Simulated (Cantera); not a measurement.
A closed system holds: 1 mol SiCl4, 0.18 mol C2H2, 1.3 mol H2, 1.1 mol C2H4, held at 1375 K and 0.510 bar.

Cantera equilibrium calculation (NASA polynomials, part measured and part estimated; ideal gas, pure solids and liquids). Candidate condensed phases: C, C6H6, C7H8, C8H18, Si, SiC; 109 gas species. The tables' values for SiCl3 are old estimates; treat these amounts as uncertain. Kinetics and transport are ignored.

Base state: H2 0.514, HCl 0.382, SiCl4 0.0842, SiCl3 0.00801, SiHCl3 0.00723, SiCl2 0.00350, CH4 0.000671, SiH2Cl2 9.19e-5 (mole fractions); condensed: C(graphite) + SiC(s).

What changes in the equilibrium state with this change: H2 from 1.3 to 240 mol?


```csv
species,before,after
H2,0.514,0.981
HCl,0.382,0.0164
CH4,0.000671,0.00244
SiCl4,0.0842,7.84e-8
SiCl2,0.00350,3.38e-6
SiCl3,0.00801,2.40e-7
SiHCl3,0.00723,2.99e-7
SiH2Cl2,9.19e-5,1.69e-7
"C(graphite), mol",2.09,0.964
"SiC(s), mol",0.466,0.999
```
